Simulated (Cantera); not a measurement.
Input: 1 mol SiCl4, 1.4 mol C2H2, 260 mol H2, held at 1577 °C and 10000 Pa.

Method: chemical equilibrium by Gibbs-energy minimisation in Cantera with the NASA 1993 tables (ideal gas, pure condensed phases). Candidate condensed phases: C, C6H6, C7H8, C8H18, Si, SiC; 109 gas species. Kinetics and transport are ignored.

Base state: H2 0.983, HCl 0.0151, H 0.00169, C2H2 (acetylene) 0.000257, CH4 6.32e-5, SiCl2 2.02e-5, Cl 1.97e-5 (mole fractions); condensed: C(graphite) + SiC(s).

Task: What changes in the equilibrium state with this change: temperature from 1577 °C to 2100 °C?

Result: 
```json
[
 {"species": "H2", "before": "0.983", "after": "0.934"},
 {"species": "H", "before": "0.00169", "after": "0.0427"},
 {"species": "HCl", "before": "0.0151", "after": "0.0142"},
 {"species": "C2H2 (acetylene)", "before": "0.000257", "after": "0.00468"},
 {"species": "Si", "before": "1.94e-6", "after": "0.00250"},
 {"species": "SiC2", "before": "3.76e-8", "after": "0.000358"},
 {"species": "Si2C", "before": "2.67e-8", "after": "0.000187"},
 {"species": "C2H", "before": "4.76e-9", "after": "1.16e-5"},
 {"species": "SiH", "before": "6.03e-7", "after": "0.000247"},
 {"species": "C(graphite), mol", "before": "1.65", "after": "0"},
 {"species": "SiC(s), mol", "before": "0.993", "after": "0"}
]
```
The tables' values for SiCl are old estimates; treat these amounts as uncertain. Gases not in the tables: Si2H6 and higher silanes.
